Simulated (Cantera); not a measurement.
Input: 1 mol SiC, 0.31 mol H2O, 62 mol N2, at 0.00503 Torr.

Equilibrium computed with Cantera from the NASA thermochemical tables; the gas is ideal and each condensed phase is pure. Candidate condensed phases: C, C6H6, C7H8, C8H18, H2O, Si, SiC, SiO2, Si2N2O, Si3N4; 151 gas species. N2 is the only nitrogen source here; it is nearly inert below about 1500 K, so the nitride shown seldom forms there in practice. Mutual solubility and eutectic melting of coexisting phases are not modelled. Kinetics and transport are ignored.

Task: Which condensed phases are stable at each of these points (T (K)): 1173, 1223, 1273, 1323, 1373, 1423, 1473, 1523, 1573, 1623, 1673, 1723, 1773, 1823?

Result: 
| T (K) | condensed phases | Si condensed (%) |
|---|---|---|
| 1173 | SiC(s) + Si2N2O(s) | 100.0 |
| 1223 | SiC(s) + Si2N2O(s) | 99.8 |
| 1273 | SiC(s) + Si2N2O(s) | 98.5 |
| 1323 | SiC(s) + Si2N2O(s) | 90.3 |
| 1373 | SiC(s) | 84.5 |
| 1423 | SiC(s) | 84.4 |
| 1473 | SiC(s) | 84.1 |
| 1523 | SiC(s) | 83.1 |
| 1573 | SiC(s) | 80.7 |
| 1623 | SiC(s) | 76.1 |
| 1673 | SiC(s) | 71.2 |
| 1723 | SiC(s) | 68.4 |
| 1773 | C(graphite) + SiC(s) | 55.7 |
| 1823 | C(graphite) | 0.0 |

From 1173 K to 1323 K the condensed part is SiC(s) + Si2N2O(s). From 1373 K to 1723 K the condensed part is SiC(s). At 1773 K the condensed part is C(graphite) + SiC(s). At 1823 K the condensed part is C(graphite).
